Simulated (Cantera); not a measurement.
A closed system holds: 1 mol SiH₂Cl₂, 0.24 mol C₂H₂, 49 mol H₂, 0.1 mol C₂H₄, equilibrated at 1000 °C and 0.00240 bar.

These are equilibrium values from Cantera (NASA tables, ideal gas, pure condensed phases), not measurements of a reactor. Candidate condensed phases: C, C₆H₆, C₇H₈, C₈H₁₈, Si, SiC; 109 gas species. Mutual solubility and eutectic melting of coexisting phases are not modelled. The tables' values for SiCl₃ are old estimates; treat these amounts as uncertain. Rates play no part.

Base state: H₂ 0.964, HCl 0.0328, SiCl₂ 0.00289, SiCl₃ 6.67e-5, H 1.43e-5, SiHCl₃ 1.18e-5, SiCl₄ 1.01e-5 (mole fractions); condensed: Si(s) + SiC(s).

Task: What changes in the equilibrium state with this change: H₂ from 49 to 130 mol?

Result: 
```
species       before     after
-----------  -------  --------
H₂             0.964     0.985
HCl           0.0328    0.0140
SiCl₂        0.00289  0.000518
SiCl₄        1.01e-5   3.24e-7
SiCl₃        6.67e-5   5.06e-6
SiHCl₃       1.18e-5   9.08e-7
H            1.43e-5   1.44e-5
Si(s), mol     0.167     0.251
SiC(s), mol    0.680     0.680
```
